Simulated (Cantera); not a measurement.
## Adiabatic ignition

An adiabatic, constant-volume homogeneous reactor starts with 5.12 % H2, 7.79 % O2, 87.1 % N2, equivalence ratio 0.33, at 975 K and 2.60 bar.

Model: the H2/O2 subset of GRI-Mech 3.0, which has no nitrogen chemistry, integrated in Cantera. The hydrogen kinetics of GRI-Mech 3.0 are dated; newer H2 mechanisms differ, most at raised pressure.

```json
[
 {"t (s)": "1.00e-6", "T (K)": "975", "P (bar)": "2.60", "x H2": "0.0512", "x O2": "0.0779", "x O": "<1e-12", "x OH": "<1e-12", "x H2O2": "<1e-12", "x H2O": "<1e-12", "x HO2": "4.41e-12"},
 {"t (s)": "3.23e-6", "T (K)": "975", "P (bar)": "2.60", "x H2": "0.0512", "x O2": "0.0779", "x O": "<1e-12", "x OH": "<1e-12", "x H2O2": "<1e-12", "x H2O": "1.24e-12", "x HO2": "1.75e-11"},
 {"t (s)": "1.04e-5", "T (K)": "975", "P (bar)": "2.60", "x H2": "0.0512", "x O2": "0.0779", "x O": "3.39e-12", "x OH": "1.11e-12", "x H2O2": "<1e-12", "x H2O": "1.27e-11", "x HO2": "7.49e-11"},
 {"t (s)": "3.37e-5", "T (K)": "975", "P (bar)": "2.60", "x H2": "0.0512", "x O2": "0.0779", "x O": "5.63e-12", "x OH": "1.70e-12", "x H2O2": "<1e-12", "x H2O": "8.18e-11", "x HO2": "3.12e-10"},
 {"t (s)": "0.000109", "T (K)": "975", "P (bar)": "2.60", "x H2": "0.0512", "x O2": "0.0779", "x O": "5.97e-12", "x OH": "1.79e-12", "x H2O2": "4.40e-12", "x H2O": "3.44e-10", "x HO2": "1.14e-9"},
 {"t (s)": "0.000352", "T (K)": "975", "P (bar)": "2.60", "x H2": "0.0512", "x O2": "0.0779", "x O": "6.32e-12", "x OH": "1.90e-12", "x H2O2": "4.89e-11", "x H2O": "1.23e-9", "x HO2": "3.84e-9"},
 {"t (s)": "0.00114", "T (K)": "975", "P (bar)": "2.60", "x H2": "0.0512", "x O2": "0.0779", "x O": "7.63e-12", "x OH": "2.37e-12", "x H2O2": "5.14e-10", "x H2O": "4.51e-9", "x HO2": "1.30e-8"},
 {"t (s)": "0.00367", "T (K)": "975", "P (bar)": "2.60", "x H2": "0.0512", "x O2": "0.0779", "x O": "1.43e-11", "x OH": "5.09e-12", "x H2O2": "5.39e-9", "x H2O": "2.23e-8", "x HO2": "4.95e-8"},
 {"t (s)": "0.0119", "T (K)": "975", "P (bar)": "2.60", "x H2": "0.0512", "x O2": "0.0779", "x O": "8.78e-11", "x OH": "3.88e-11", "x H2O2": "8.20e-8", "x H2O": "3.02e-7", "x HO2": "3.67e-7"},
 {"t (s)": "0.0383", "T (K)": "976", "P (bar)": "2.60", "x H2": "0.0511", "x O2": "0.0778", "x O": "1.23e-8", "x OH": "8.06e-9", "x H2O2": "2.18e-5", "x H2O": "8.66e-5", "x HO2": "1.26e-5"},
 {"t (s)": "0.124", "T (K)": "1466", "P (bar)": "3.81", "x H2": "1.39e-7", "x O2": "0.0536", "x O": "3.02e-7", "x OH": "2.14e-5", "x H2O2": "4.04e-9", "x H2O": "0.0526", "x HO2": "5.51e-8"},
 {"t (s)": "0.400", "T (K)": "1466", "P (bar)": "3.81", "x H2": "1.39e-7", "x O2": "0.0536", "x O": "3.02e-7", "x OH": "2.14e-5", "x H2O2": "4.04e-9", "x H2O": "0.0526", "x HO2": "5.51e-8"}
]
```
x: mole fraction; the columns are a selection and need not sum to one.

| Property | Value |
|---|---|
| time of steepest temperature rise | 58.6 ms |
| temperature at 0.400 s | 1466 K |
| equilibrium temperature | 1466 K |
| x(H2) at 0.400 s | 1.39e-7 (gas-phase equilibrium 1.39e-7) |
| x(O2) at 0.400 s | 0.0536 (gas-phase equilibrium 0.0536) |
| x(O) at 0.400 s | 3.02e-7 (gas-phase equilibrium 3.02e-7) |
